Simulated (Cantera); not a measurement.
Input: 1 mol SiCl4, 0.93 mol Cl2, 14 mol H2, at 1075 °C and 3.80 bar.

Cantera equilibrium calculation (NASA polynomials, part measured and part estimated; ideal gas, pure solids and liquids). Candidate condensed phases: Si; 19 gas species. The tables' values for SiCl3 are old estimates; treat these amounts as uncertain. Rates play no part.

Base state: H2 0.799, HCl 0.139, SiCl4 0.0425, SiHCl3 0.0139, SiCl3 0.00377, SiCl2 0.00168, SiH2Cl2 0.000662 (mole fractions); condensed: gas only.

Problem. What changes in the equilibrium state with this change: H2 from 14 to 0.71 mol?

Solution. 
```tsv
species	before	after
HCl	0.139	0.537
SiCl4	0.0425	0.378
Cl2	<1e-9	0.0818
H2	0.799	3.74e-8
SiHCl3	0.0139	1.49e-9
SiCl2	0.00168	<1e-9
SiH2Cl2	0.000662	<1e-9
Cl	1.54e-7	0.00276
SiCl3	0.00377	1.87e-6
```

Problem. What changes in the equilibrium state with this change: temperature from 1075 °C to 1102 °C?

Solution. 
```csv
species,before,after
H2,0.799,0.796
HCl,0.139,0.142
SiCl4,0.0425,0.0401
SiHCl3,0.0139,0.0144
SiCl2,0.00168,0.00252
SiH3Cl,8.97e-6,1.15e-5
SiCl3,0.00377,0.00469
```
